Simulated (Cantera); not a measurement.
Cantera run:

```python
import numpy as np
import cantera as ct

gas_names = [...]  # 110 gases of nasa_gas.yaml made of C, H, O
cond_names = """
    C(gr) C6H6(L) C7H8(L) C8H18(L),n-octa H2O(s) H2O(L)
""".split()


# ... load() reads the species with a 1 bar reference pressure and builds the phases ...
atoms = {
    'C3H8': {'C': 3, 'H': 8},
    'O2': {'O': 2},
    'H2': {'H': 2},
}
top_T = {'C(gr)': 4500}  # K; cautious upper limits of use, not melting points


# ... equilibrate(T, P, feed) seeds the gas with the atoms and calls Mixture.equilibrate('TP', solver="vcs", rtol=1e-11, max_steps=5000) ...
results = []
feed = {'C3H8': 1, 'O2': 0.14, 'H2': 0.49}  # mol
P = 100  # Pa
for T in [1373, 1473, 1573, 1673, 1773, 1873, 1973, 2073, 2173, 2273, 2373]:
    mix = equilibrate(T, P, feed)
    results.append((T, P, feed, dict(zip(mix.species_names, mix.species_moles))))
    x = sorted(zip(gas.X, gas.species_names), reverse=True)
    print(f"T = {T:g} K  P = {P:g} Pa  gas = {mix.phase_moles(0):.4g} mol")
    print("   x: " + "  ".join(f"{s} {v:.3e}" for v, s in x if v > 1e-06))
    print("   condensed (mol): " + ("  ".join(f"{mix.phase(i).name} {mix.phase_moles(i):.4g}"
          for i in range(1, mix.n_phases) if mix.phase_moles(i) > 1e-12) or "none"))
```

Output:

```
T = 1373 K  P = 100 Pa  gas = 4.77 mol
   x: H2 9.412e-01  CO 5.870e-02  H 1.022e-04  CH4 4.460e-06  C2H2,acetylene 1.627e-06
   condensed (mol): C(gr) 2.72
T = 1473 K  P = 100 Pa  gas = 4.771 mol
   x: H2 9.409e-01  CO 5.869e-02  H 3.881e-04  C2H2,acetylene 6.122e-06  CH4 2.599e-06
   condensed (mol): C(gr) 2.72
T = 1573 K  P = 100 Pa  gas = 4.773 mol
   x: H2 9.401e-01  CO 5.866e-02  H 1.247e-03  C2H2,acetylene 1.941e-05  CH4 1.621e-06
   condensed (mol): C(gr) 2.72
T = 1673 K  P = 100 Pa  gas = 4.778 mol
   x: H2 9.379e-01  CO 5.860e-02  H 3.488e-03  C2H2,acetylene 5.344e-05  CH4 1.068e-06
   condensed (mol): C(gr) 2.719
T = 1773 K  P = 100 Pa  gas = 4.791 mol
   x: H2 9.327e-01  CO 5.845e-02  H 8.688e-03  C2H2,acetylene 1.306e-04
   condensed (mol): C(gr) 2.719
T = 1873 K  P = 100 Pa  gas = 4.817 mol
   x: H2 9.220e-01  CO 5.813e-02  H 1.960e-02  C2H2,acetylene 2.877e-04
   condensed (mol): C(gr) 2.717
T = 1973 K  P = 100 Pa  gas = 4.869 mol
   x: H2 9.014e-01  CO 5.751e-02  H 4.051e-02  C2H2,acetylene 5.774e-04
   condensed (mol): C(gr) 2.714
T = 2073 K  P = 100 Pa  gas = 4.962 mol
   x: H2 8.651e-01  H 7.736e-02  CO 5.643e-02  C2H2,acetylene 1.060e-03  C2H 2.254e-06
   condensed (mol): C(gr) 2.709
T = 2173 K  P = 100 Pa  gas = 5.121 mol
   x: H2 8.065e-01  H 1.370e-01  CO 5.468e-02  C2H2,acetylene 1.780e-03  C2H 9.707e-06  C4H2 1.597e-06  C3 1.388e-06
   condensed (mol): C(gr) 2.702
T = 2273 K  P = 100 Pa  gas = 5.376 mol
   x: H2 7.198e-01  H 2.254e-01  CO 5.208e-02  C2H2,acetylene 2.714e-03  C2H 3.581e-05  C3 1.009e-05  C 5.364e-06  C4H2 4.183e-06
   condensed (mol): C(gr) 2.69
T = 2373 K  P = 100 Pa  gas = 5.759 mol
   x: H2 6.042e-01  H 3.433e-01  CO 4.862e-02  C2H2,acetylene 3.717e-03  C2H 1.141e-04  C3 6.176e-05  C 2.643e-05  C4H2 9.395e-06  C2 5.558e-06  C2H2,vinylidene 1.840e-06  CH 1.082e-06
   condensed (mol): C(gr) 2.674
```

These are equilibrium values from Cantera (NASA tables, ideal gas, pure condensed phases), not measurements of a reactor.
